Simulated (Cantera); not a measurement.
A closed system holds: 1 mol Al, 29 mol NH3, 49 mol N2, held at 1527 °C and 100000 Pa.

Equilibrium computed with Cantera from the NASA thermochemical tables; the gas is ideal and each condensed phase is pure. Candidate condensed phases: Al, AlN; 13 gas species. Equilibrium is a limit: real reactors are often held back by kinetics, nucleation or transport.

Task: What is the equilibrium state?

Result: 
```
Property                              Value
--------------------------------  ---------
x(N2)                                 0.591
x(H2)                                 0.408
x(H)                               0.000229
x(NH3)                              5.86e-6
n(AlN(s))                         1.000 mol
gas amount                        106.5 mol
log10 activity of Al(l) (absent)      -3.31
```
